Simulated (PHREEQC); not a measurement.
PHREEQC input (ion-association model, phreeqc.dat):

```
SOLUTION 1
  temp 20
  units mol/kgw
  pH 7 charge
  Cl 0.0061
END
SELECTED_OUTPUT 1
  -reset false
  -pH true
  -pe true
  -ionic_strength true
  -water true
  -totals C Cl Pb S C(-4) C(4) S(-2) S(6)
  -molalities H+ Cl- CO3-2 SO4-2 Pb+2 OH- O2 HCO3- CO2 (CO2)2
    HSO4- S-2 HS- H2S PbOH+ Pb(OH)2 Pb(OH)3- Pb(OH)4-2 Pb2OH+3 PbCl+
    PbCl2 PbCl3- PbCl4-2 PbCO3 Pb(CO3)2-2 PbHCO3+ PbSO4 Pb(SO4)2-2 Pb(HS)2 Pb(HS)3-
    Pb3(OH)4+2
  -equilibrium_phases Anglesite Cerussite Pb(OH)2
PRINT
  -reset false
USE solution 1
EQUILIBRIUM_PHASES 1
  Anglesite 0 0.2
  Cerussite 0 0
  Pb(OH)2 0 0
  O2(g) -0.68 10
  CO2(g) -5 10
END
# ... the last block is repeated for the other 10 points of log pCO2 (atm)
```

Selected output (columns that matter, 11 of 11 rows; log pCO2 (atm) added in front):

```
log pCO2 (atm)	pH	mu	C	Pb	S	m_H+	m_SO4-2	m_Pb+2	m_OH-	m_CO2	m_HSO4-	m_PbCl+
-5	2.2525	0.0067979	3.9108e-07	0.00022772	0.00022772	0.0060397	0.00015887	0.00019023	1.3364e-12	3.9105e-07	6.0278e-05	2.867e-05
-4.5	2.2525	0.0067979	1.2367e-06	0.00022772	0.00022772	0.0060397	0.00015887	0.00019023	1.3364e-12	1.2366e-06	6.0278e-05	2.867e-05
-4	2.2525	0.0067979	3.9108e-06	0.00022772	0.00022772	0.0060397	0.00015887	0.00019023	1.3364e-12	3.9105e-06	6.0278e-05	2.867e-05
-3.5	2.2525	0.0067979	1.2367e-05	0.00022772	0.00022772	0.0060397	0.00015887	0.00019023	1.3364e-12	1.2366e-05	6.0278e-05	2.867e-05
-3	2.2525	0.0067979	3.9108e-05	0.00022772	0.00022772	0.0060397	0.00015887	0.00019023	1.3364e-12	3.9104e-05	6.0278e-05	2.867e-05
-2.5	2.2525	0.006798	0.00012367	0.00022772	0.00022772	0.0060397	0.00015887	0.00019023	1.3364e-12	0.00012366	6.0278e-05	2.867e-05
-2	2.2525	0.006798	0.00039106	0.00022772	0.00022772	0.0060398	0.00015887	0.00019023	1.3364e-12	0.00039102	6.0279e-05	2.867e-05
-1.5	2.2525	0.0067981	0.0012365	0.00022773	0.00022773	0.0060398	0.00015887	0.00019022	1.3364e-12	0.0012364	6.0281e-05	2.8669e-05
-1	2.2525	0.0067983	0.003909	0.00022774	0.00022774	0.0060401	0.00015888	0.00019021	1.3363e-12	0.0039082	6.0286e-05	2.8668e-05
-0.5	2.2525	0.0067991	0.012349	0.00022778	0.00022778	0.0060408	0.00015891	0.00019019	1.3359e-12	0.012343	6.0302e-05	2.8664e-05
0	2.2523	0.0068014	0.038927	0.00022792	0.00022792	0.0060431	0.00015899	0.00019011	1.3348e-12	0.038877	6.0354e-05	2.865e-05
```
